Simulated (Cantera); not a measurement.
# Aluminium nitride and oxide growth: Al + N2O + H2 + HCl

Charge: 1 mol Al, 0.94 mol N2O, 790 mol H2, 4.9 mol HCl, equilibrated at 0.100 bar.

Cantera equilibrium calculation (NASA polynomials, part measured and part estimated; ideal gas, pure solids and liquids). Candidate condensed phases: Al, AlCl3, AlN, Al2O3, H2O, NH4Cl; 45 gas species. Mutual solubility and eutectic melting of coexisting phases are not modelled. The tables' values for AlCl2 are old estimates; treat these amounts as uncertain. Condensed phases not in the tables: AlOCl. Rates play no part.

```csv
T (K),x H2,x HCl,x N2,x AlCl,x AlCl3,x H,x AlCl2,n AlN(s),n Al2O3(s)
825,0.993,0.00600,0.000969,<1e-12,5.15e-5,2.50e-11,8.05e-11,0.332,0.313
925,0.993,0.00597,0.000977,3.00e-11,6.30e-5,8.21e-10,2.60e-9,0.323,0.313
1025,0.993,0.00594,0.000983,2.68e-9,7.41e-5,1.37e-8,4.23e-8,0.314,0.313
1125,0.993,0.00590,0.000989,1.06e-7,8.44e-5,1.40e-7,4.14e-7,0.306,0.313
1225,0.993,0.00587,0.000996,2.28e-6,9.36e-5,9.82e-7,2.76e-6,0.295,0.313
1325,0.993,0.00580,0.00102,3.01e-5,9.92e-5,5.15e-6,1.35e-5,0.260,0.313
1425,0.993,0.00554,0.00114,0.000252,8.91e-5,2.15e-5,4.63e-5,0.0651,0.313
1525,0.993,0.00560,0.00118,0.000411,2.32e-5,7.45e-5,3.67e-5,0,0.312
```
x: gas mole fraction; n: condensed amount in mol.

From 825 K to 1425 K the condensed part is AlN(s) + Al2O3(s). At 1525 K the condensed part is Al2O3(s). The main Al-bearing gas is AlCl3 at 825 K and AlCl at 1525 K. The share of Al in condensed phases is highest at 825 K (95.9 %) and lowest at 1525 K (62.5 %).
